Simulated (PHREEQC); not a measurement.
1 kg of water holding 0.23 mol NaCl, 0.019 mol Na2SO4, 0.039 mol K2SO4 and 0.017 mol MgSO4 is evaporated at 75 °C; the solids stay in contact with the brine. The system is closed to CO2. Solids allowed: Arcanite, Bischofite, Bloedite, Brucite, Carnallite, Epsomite, Glaserite, Halite, Hexahydrite, Kainite, Kieserite, Leonite, Mirabilite, Misenite, Schoenite, Sylvite, Thenardite, MgCl2_4H2O. Others were left out.

The series has 26 steps of water left (kg), from 1 to 0.007427.

The numbers come from PHREEQC with the Pitzer model, pitzer.dat.

### Question
Which solids form, in which order, and at which step of the series does each first stand?

### Answer
Thenardite from water left = 0.04335 kg; Glaserite from water left = 0.0293 kg; Halite from water left = 0.0293 kg.

Constants without temperature data keep their 25 °C values here.
